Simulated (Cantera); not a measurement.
Charge: 1 mol Ta₂O₅, a varied amount of H₂, equilibrated at 6.40 mbar.

Cantera equilibrium calculation (NASA polynomials, part measured and part estimated; ideal gas, pure solids and liquids). Candidate condensed phases: H₂O, Ta, Ta₂O₅; 12 gas species. Mutual solubility and eutectic melting of coexisting phases are not modelled. Condensed phases not in the tables: N, O or C dissolved in the metal. The numbers say what is thermodynamically allowed, not how fast it happens.

Stable condensed phases, one row left out:

```
T in K \ n(H₂) in mol
           23   34   48   69   99  140  200  290  420  600  860 1200
   2150     A    A    A    A    A    A    A    A    A    A    B    B
   2050     A    A    A    A    A    A    A    A    A    A    A    A
   1950     A    A    A    A    A    A    A    A    A    A    A    A
   1850     A    A    A    A    A    A    A    A    A    A    A    A
   1750     A    A    A    A    A    A    A    A    A    A    A    A
   1650     A    A    A    A    A    A    A    A    A    A    A    A
   1550     A    A    A    A    A    A    A    A    A    A    A    A
   1450     A    A    A    A    A    A    A    A    A    A    A    A
   1250     C    C    C    A    A    A    A    A    A    A    A    A
   1150     C    C    C    C    C    C    C    A    A    A    A    A
```

A: Ta + Ta₂O₅; B: Ta; C: Ta₂O₅.

Question: Give the row for 1350 K.

Answer: 23: Ta + Ta₂O₅; 34: Ta + Ta₂O₅; 48: Ta + Ta₂O₅; 69: Ta + Ta₂O₅; 99: Ta + Ta₂O₅; 140: Ta + Ta₂O₅; 200: Ta + Ta₂O₅; 290: Ta + Ta₂O₅; 420: Ta + Ta₂O₅; 600: Ta + Ta₂O₅; 860: Ta + Ta₂O₅; 1200: Ta + Ta₂O₅.
